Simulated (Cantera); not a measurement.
Input (Python, Cantera) and output of one run.

```python
import numpy as np
import cantera as ct

gas_names = """
    B BH BH2 BH3 BN B2 H H2 N NH NH2 NH3 N2 N2H2 N2H4
""".split()
cond_names = """
    B(b) B(L) BN(s)
""".split()


# ... load() reads the species with a 1 bar reference pressure and builds the phases ...
atoms = {
    'BN': {'B': 1, 'N': 1},
    'H2': {'H': 2},
}
top_T = {'BN(s)': 3200}  # K; cautious upper limits of use, not melting points


# ... equilibrate(T, P, feed) seeds the gas with the atoms and calls Mixture.equilibrate('TP', solver="gibbs", rtol=1e-10, max_steps=50000) ...
results = []
feed = {'BN': 1, 'H2': 7.5}  # mol
for P in [1, 7.2, 52, 370, 2700, 19000, 140000, 1000000]:
    for T in [1700, 1775, 1850, 1925, 2000, 2075, 2150, 2225, 2300, 2375, 2450, 2525, 2600, 2675]:
        mix = equilibrate(T, P, feed)
        results.append((T, P, feed, dict(zip(mix.species_names, mix.species_moles))))

for T, P, feed, n in results:
    print(f"{T:7g} {P:10.4g}  " + (" + ".join(c for c in cond_names if n.get(c, 0) > 1e-12) or "gas only"))
```

It prints:

```
   1700          1  B(b) + BN(s)
   1775          1  B(b)
   1850          1  B(b)
   1925          1  B(b)
   2000          1  B(b)
   2075          1  B(b)
   2150          1  gas only
   2225          1  gas only
   2300          1  gas only
   2375          1  gas only
   2450          1  gas only
   2525          1  gas only
   2600          1  gas only
   2675          1  gas only
   1700        7.2  B(b) + BN(s)
   1775        7.2  B(b) + BN(s)
   1850        7.2  B(b)
   1925        7.2  B(b)
   2000        7.2  B(b)
   2075        7.2  B(b)
   2150        7.2  B(b)
   2225        7.2  B(b)
   2300        7.2  gas only
   2375        7.2  gas only
   2450        7.2  gas only
   2525        7.2  gas only
   2600        7.2  gas only
   2675        7.2  gas only
   1700         52  B(b) + BN(s)
   1775         52  B(b) + BN(s)
   1850         52  B(b) + BN(s)
   1925         52  B(b)
   2000         52  B(b)
   2075         52  B(b)
   2150         52  B(b)
   2225         52  B(b)
   2300         52  B(b)
   2375         52  B(L)
   2450         52  gas only
   2525         52  gas only
   2600         52  gas only
   2675         52  gas only
   1700        370  B(b) + BN(s)
   1775        370  B(b) + BN(s)
   1850        370  B(b) + BN(s)
   1925        370  B(b) + BN(s)
   2000        370  B(b) + BN(s)
   2075        370  B(b)
   2150        370  B(b)
   2225        370  B(b)
   2300        370  B(b)
   2375        370  B(L)
   2450        370  B(L)
   2525        370  B(L)
   2600        370  B(L)
   2675        370  gas only
   1700       2700  BN(s)
   1775       2700  B(b) + BN(s)
   1850       2700  B(b) + BN(s)
   1925       2700  B(b) + BN(s)
   2000       2700  B(b) + BN(s)
   2075       2700  B(b) + BN(s)
   2150       2700  B(b) + BN(s)
   2225       2700  B(b)
   2300       2700  B(b)
   2375       2700  B(L)
   2450       2700  B(L)
   2525       2700  B(L)
   2600       2700  B(L)
   2675       2700  B(L)
   1700    1.9e+04  BN(s)
   1775    1.9e+04  BN(s)
   1850    1.9e+04  BN(s)
   1925    1.9e+04  B(b) + BN(s)
   2000    1.9e+04  B(b) + BN(s)
   2075    1.9e+04  B(b) + BN(s)
   2150    1.9e+04  B(b) + BN(s)
   2225    1.9e+04  B(b) + BN(s)
   2300    1.9e+04  B(b) + BN(s)
   2375    1.9e+04  B(L)
   2450    1.9e+04  B(L)
   2525    1.9e+04  B(L)
   2600    1.9e+04  B(L)
   2675    1.9e+04  B(L)
   1700    1.4e+05  BN(s)
   1775    1.4e+05  BN(s)
   1850    1.4e+05  BN(s)
   1925    1.4e+05  BN(s)
   2000    1.4e+05  BN(s)
   2075    1.4e+05  BN(s)
   2150    1.4e+05  B(b) + BN(s)
   2225    1.4e+05  B(b) + BN(s)
   2300    1.4e+05  B(b) + BN(s)
   2375    1.4e+05  B(L) + BN(s)
   2450    1.4e+05  B(L) + BN(s)
   2525    1.4e+05  B(L) + BN(s)
   2600    1.4e+05  B(L)
   2675    1.4e+05  B(L)
   1700      1e+06  BN(s)
   1775      1e+06  BN(s)
   1850      1e+06  BN(s)
   1925      1e+06  BN(s)
   2000      1e+06  BN(s)
   2075      1e+06  BN(s)
   2150      1e+06  BN(s)
   2225      1e+06  BN(s)
   2300      1e+06  BN(s)
   2375      1e+06  BN(s)
   2450      1e+06  B(L) + BN(s)
   2525      1e+06  B(L) + BN(s)
   2600      1e+06  B(L) + BN(s)
   2675      1e+06  B(L) + BN(s)
```

Equilibrium computed with Cantera from the NASA thermochemical tables; the gas is ideal and each condensed phase is pure. Mutual solubility and eutectic melting of coexisting phases are not modelled.
